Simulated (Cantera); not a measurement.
Equilibrium for abatement and gas-phase synthesis: S + SO2 + H2

Input: 1 mol S, 0.0036 mol SO2, 0.087 mol H2, at 802 °C and 1 atm.

Method: chemical equilibrium by Gibbs-energy minimisation in Cantera with the NASA 1993 tables (ideal gas, pure condensed phases). Candidate condensed phases: H2O, H2SO4, S; 19 gas species. Gases not in the tables: S3 to S7. The numbers say what is thermodynamically allowed, not how fast it happens.

The x(S2) comes out as 0.840, the x(H2S) is 0.145 and the x(H2O) comes out as 0.0110. The x(H2) comes out as 0.00246 and the x(S2O) is 0.00112. The x(SO2) is 0.000505 and the x(SH) comes out as 6.97e-5. The x(S8) is 2.99e-5, the x(SO) is 3.92e-6 and the gas amount is 0.5491 mol. The log10 activity of S(l) (absent) is -0.59.
